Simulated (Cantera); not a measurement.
Input (Python, Cantera) and output of one run.

```python
import numpy as np
import cantera as ct

gas_names = """
    B BH BH2 BH3 BO BO2 B2 B2O B2O2 B2O3 B3O3H3 H HBO HBO2 HO2 H2 H2O H2O2 H3B3O6 O OH O2 O3
""".split()
cond_names = """
    B(b) B(L) B2O3(L) B3O3H3(cr) H2O(s) H2O(L)
""".split()


# ... load() reads the species with a 1 bar reference pressure and builds the phases ...
atoms = {
    'B2O3': {'B': 2, 'O': 3},
    'H2': {'H': 2},
}
top_T = {}  # K; cautious upper limits of use, not melting points


# ... equilibrate(T, P, feed) seeds the gas with the atoms and calls Mixture.equilibrate('TP', solver="vcs", rtol=1e-11, max_steps=5000) ...
results = []
feed = {'B2O3': 1, 'H2': 4.7}  # mol
P = 14000  # Pa
for T in [1675, 1750, 1825, 1900, 1975, 2050, 2125]:
    mix = equilibrate(T, P, feed)
    results.append((T, P, feed, dict(zip(mix.species_names, mix.species_moles))))

top = {s: max(r[3][s] / sum(r[3][g] for g in gas_names) for r in results) for s in gas_names}
cols = sorted((s for s in top if top[s] > 0.001), key=lambda s: -top[s])[:5]
seen = [c for c in cond_names if any(r[3].get(c, 0) > 1e-12 for r in results)]
print("log10 of partial pressures in bar; condensed amounts in mol")
print(f"{'T/K':>10s}" + "".join(f"{s[:9]:>10s}" for s in cols + seen))
for T, P, feed, n in results:
    ng = sum(n[g] for g in gas_names)
    print(f"{T:10.4g}" + "".join(f"{np.log10(max(n[s] / ng * P / 1e5, 1e-99)):10.3f}" for s in cols)
          + "".join(f"{n.get(c, 0):10.4g}" for c in seen))
```

Result:

```
log10 of partial pressures in bar; condensed amounts in mol
       T/K        H2      B2O3      HBO2       HBO      B2O2   B2O3(L)
      1675    -0.865    -3.280    -2.899    -2.841    -4.129    0.9333
      1750    -0.878    -2.776    -2.587    -2.578    -3.656    0.8427
      1825    -0.905    -2.316    -2.304    -2.349    -3.233    0.6309
      1900    -0.962    -1.895    -2.055    -2.163    -2.860    0.1172
      1975    -0.977    -1.855    -2.008    -2.118    -2.808         0
      2050    -0.981    -1.874    -1.993    -2.096    -2.807         0
      2125    -0.986    -1.894    -1.980    -2.078    -2.811         0
```

Method: chemical equilibrium by Gibbs-energy minimisation in Cantera with the NASA 1993 tables (ideal gas, pure condensed phases). Gases not in the tables: H3BO3.
